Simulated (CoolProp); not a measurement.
Properties of neopentane along the isobar 0.852 MPa (Tc = 433.7 K, pc = 3.196 MPa, ω = 0.196).

Computed with CoolProp (reference Helmholtz-energy equation of state, Lemmon 2006). It is a short technical equation, of lower accuracy than the large ones.

```
T (K)   phase           Z  cv (kJ/(kg K))  speed of sound (m/s)  Joule-Thomson coefficient (K/MPa)  expansivity (1/kK)
-----  ------  ----------  --------------  --------------------  ---------------------------------  ------------------
327.1  liquid     0.04097           1.846            (withheld)                            -0.1859               2.277
351.8  liquid     0.04056           1.955                 586.9                         (withheld)               2.868
376.6     gas      0.8359           2.002                 181.6                              14.96               4.756
401.4     gas      0.8719           2.095                 194.9                              11.34               3.865
426.2     gas      0.8972           2.193                 206.0                              9.018               3.319
450.9     gas      0.9160      (withheld)                 215.8                              7.399               2.941
475.7     gas      0.9305      (withheld)                 224.6                              6.197               2.657
500.5     gas      0.9419           2.489                 232.8                              5.275               2.434
525.2     gas      0.9511           2.584            (withheld)                              4.552               2.254
550       gas  (withheld)           2.679                 247.6                              3.969               2.104
```

Problem. What belongs in the gaps?

Solution. 
- 327.1, speed of sound (m/s): 714.9
- 351.8, Joule-Thomson coefficient (K/MPa): 0.006441
- 450.9, cv (kJ/(kg K)): 2.292
- 475.7, cv (kJ/(kg K)): 2.391
- 525.2, speed of sound (m/s): 240.4
- 550, Z: 0.9586
